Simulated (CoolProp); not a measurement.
R236EA at 293.15 K and 0.109 MPa is compressed adiabatically to 0.469 MPa with isentropic efficiency 0.9. Each further row changes one setting.

Model: reference Helmholtz-energy equation of state, Rui 2013, in CoolProp.

```csv
case,work (kJ/kg),final temperature (K),final density (kg/m³)
as stated,(withheld),328.9,(withheld)
efficiency 1,(withheld),326.3,30.0
efficiency 0.65,(withheld),338.9,(withheld)
```

Task: Complete the blanks.

Result: 
- as stated, work (kJ/kg): 25.4
- as stated, final density (kg/m³): 29.6
- efficiency 1, work (kJ/kg): 22.8
- efficiency 0.65, work (kJ/kg): 35.1
- efficiency 0.65, final density (kg/m³): 28.3
